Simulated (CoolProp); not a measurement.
C2F6 (R116) along the isotherm 320.9 K: density (kg/m³) from the reference equation and from simpler models built on Tc = 293.0 K, pc = 30.48 bar, ω = 0.257; each cubic takes its own stable root.

Model: reference Helmholtz-energy equation of state, Lemmon 2006, in CoolProp. It is a short technical equation, of lower accuracy than the large ones.

| p (bar) | phase | reference |
|---|---|---|
| 0.482 | gas | 2.503 |
| 0.857 | gas | 4.464 |
| 1.52 | gas | 7.960 |
| 2.71 | gas | 14.33 |
| 4.82 | gas | 25.96 |
| 8.57 | gas | 47.75 |
| 15.2 | gas | 90.61 |
| 27.1 | gas | 188.5 |
| 48.2 | supercritical | 529.5 |
| 85.7 | supercritical | 955.0 |
| 152 | supercritical | 1133 |

**Question.** How far does each simpler model (ideal gas, van der Waals, Redlich-Kwong, Soave-Redlich-Kwong) lie from the reference over these 11 states: mean and median of the absolute difference, and the worst?

**Answer.** 
- ideal gas: mean 17.4 %, median 7.2 %, worst -53.6 % at 320.9 K and 85.7 bar
- van der Waals: mean 4.5 %, median 0.1 %, worst -20.4 % at 320.9 K and 152 bar
- Redlich-Kwong: mean 1.6 %, median 0.5 %, worst +5.3 % at 320.9 K and 48.2 bar
- Soave-Redlich-Kwong: mean 2.0 %, median 0.1 %, worst -9.4 % at 320.9 K and 85.7 bar
